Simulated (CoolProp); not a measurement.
Saturation properties of methanol (Tc = 513.4 K, pc = 8.216 MPa, ω = 0.565).

Model: reference Helmholtz-energy equation of state, de Reuck 1993, in CoolProp.

| T (K) | p (MPa) | enthalpy of vaporisation (kJ/kg) | surface tension (mN/m) |
|---|---|---|---|
| 363.7 | 0.2605 | 1045 | 16.5 |
| 376.1 | 0.3878 | 1014 | 15.3 |
| 388.4 | 0.5599 | 980.4 | 14.1 |
| 400.8 | 0.7906 | 941.9 | 12.8 |
| 413.2 | 1.092 | 898.7 | 11.5 |
| 425.5 | 1.473 | 850.5 | 10.2 |
| 437.9 | 1.958 | 796.3 | 8.75 |
| 450.3 | 2.559 | 737.7 | 7.28 |
| 462.6 | 3.287 | 676.9 | 5.79 |

It boils at 337.6 K under 1 atm.

Surface tension comes from a separate correlation (Mulero 2012).
